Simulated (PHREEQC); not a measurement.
Dissolve 11 mmol/kgw NaH2PO4 and 0.069 mmol/kgw NaF at 18 °C. Closed to the air; pH follows from the charge balance.

Equilibrium calculation in PHREEQC: ion-association model, wateq4f.dat.

Each row changes one thing in this solution. No solid was allowed to form.

```tsv
case	pH	ionic strength (mol/kgw)	HF (mol/kgw)	NaF (mol/kgw)
as made	4.72	0.0111	1.51e-6	3.44e-7
temperature from 18 to 65 °C	4.74	0.0112	3.45e-6	3.27e-7
temperature from 18 to 45 °C	4.73	0.0111	2.40e-6	3.36e-7
diluted 2-fold with water	4.82	0.00558	6.26e-7	9.17e-8
NaH2PO4 left out	7.14	6.91e-5	6.59e-9	2.69e-9
```

H3PO4, which wateq4f.dat lacks, is added to it with the constant of phreeqc.dat. Away from 25 °C the constants follow the database's enthalpies or fits; those with neither stay at their 25 °C values.
